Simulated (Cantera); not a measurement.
An adiabatic, constant-pressure homogeneous reactor starts with CH4 : C2H6 : C3H8 : O2 : N2 : H2O = 1 : 0.18 : 1.3 : 5.37 : 20.2 : 1.4 (molar parts), equivalence ratio 1.7, at 1725 K and 17.8 atm. Integrator tolerance rtol = 1e-08.

Computed with Cantera and GRI-Mech 3.0 (53 species, 325 reactions). GRI-Mech 3.0 was tuned for natural gas; its chemistry of propane as a main component is partial and can be far from experiment. The pressure lies above the range GRI-Mech 3.0 was tuned for (to about 10 atm).

Question: What does this change do: O2 5.37 to 4 parts?

Answer: 
```
quantity                                                              before                                      after
---------------------------------  -----------------------------------------  -----------------------------------------
time of steepest temperature rise                                    3.06 µs                                    3.56 µs
temperature at 0.400 s                                                2893 K                                     2498 K
equilibrium temperature                                               2893 K                                     2498 K
x(CH4) at 0.400 s                  1.62e-10 (gas-phase equilibrium 1.83e-10)    5.42e-9 (gas-phase equilibrium 6.07e-9)
x(C2H6) at 0.400 s                     <1e-12 (gas-phase equilibrium <1e-12)      <1e-12 (gas-phase equilibrium <1e-12)
x(C3H8) at 0.400 s                     <1e-12 (gas-phase equilibrium <1e-12)      <1e-12 (gas-phase equilibrium <1e-12)
x(CO2) at 0.400 s                      0.0293 (gas-phase equilibrium 0.0293)      0.0147 (gas-phase equilibrium 0.0147)
x(C2H2) at 0.400 s                     <1e-12 (gas-phase equilibrium <1e-12)  1.24e-11 (gas-phase equilibrium 1.38e-11)
```

Question: What does this change do: N2 20.2 to 27 parts?

Answer: 
| quantity | before | after |
|---|---|---|
| time of steepest temperature rise | 3.06 µs | 3.73 µs |
| temperature at 0.400 s | 2893 K | 2750 K |
| equilibrium temperature | 2893 K | 2750 K |
| x(CH4) at 0.400 s | 1.62e-10 (gas-phase equilibrium 1.83e-10) | 1.52e-10 (gas-phase equilibrium 1.71e-10) |
| x(C2H6) at 0.400 s | <1e-12 (gas-phase equilibrium <1e-12) | <1e-12 (gas-phase equilibrium <1e-12) |
| x(C3H8) at 0.400 s | <1e-12 (gas-phase equilibrium <1e-12) | <1e-12 (gas-phase equilibrium <1e-12) |
| x(CO2) at 0.400 s | 0.0293 (gas-phase equilibrium 0.0293) | 0.0255 (gas-phase equilibrium 0.0255) |
| x(C2H2) at 0.400 s | <1e-12 (gas-phase equilibrium <1e-12) | <1e-12 (gas-phase equilibrium <1e-12) |
